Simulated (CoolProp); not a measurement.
Properties of R1132(E) along the isobar 0.41 MPa (Tc = 348.8 K, pc = 5.174 MPa, ω = 0.245).

Computed with CoolProp (reference Helmholtz-energy equation of state, Akasaka 2024).

```csv
T (K),phase,Z,Joule-Thomson coefficient (K/MPa)
275.5,gas,0.9353,20.94
286.8,gas,0.9441,18.45
298.1,gas,0.9513,16.38
309.5,gas,0.9573,14.62
320.8,gas,0.9624,13.15
332.1,gas,0.9667,11.89
343.4,gas,0.9704,10.81
354.7,gas,0.9735,9.863
366,gas,0.9763,9.038
377.4,gas,0.9788,8.305
388.7,gas,0.9809,7.662
400,gas,0.9828,7.090
```
